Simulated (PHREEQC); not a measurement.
NaOH is added in steps, without added water, to 1 kg of water holding 1.8 mmol/kgw Na2SO4, 25 mmol/kgw BaCl2 and 0.5 mmol/kgw H4SiO4, at 82 °C. Oxygen alone is held at its pressure in air (log pO2 = -0.68). No CO2 enters from the air. Solids allowed: Barite, SiO2(a), Halite, Mirabilite. Others were left out.

Base run: PHREEQC, ion-association model, wateq4f.dat. Each further column changes one thing. The table gives pH.

```
NaOH added (mol)   base  Davies equation for every ion  all activity coefficients set to 1  Debye-Hückel limiting law
----------------  -----  -----------------------------  ----------------------------------  -------------------------
0                  6.11                           6.12                                6.12                       6.12
0.000825           9.19                           9.20                                9.31                       9.16
0.002063           9.68                           9.68                                9.79                       9.64
0.002887           9.85                           9.85                                9.96                       9.81
0.004125          10.02                          10.03                               10.14                       9.98
0.00495           10.11                          10.11                               10.23                      10.07
0.005775          10.18                          10.19                               10.30                      10.14
0.007012          10.27                          10.28                               10.39                      10.23
0.007838          10.32                          10.33                               10.44                      10.28
0.009075          10.38                          10.39                               10.51                      10.34
0.0099            10.42                          10.43                               10.55                      10.38
```

Constants without temperature data keep their 25 °C values here.
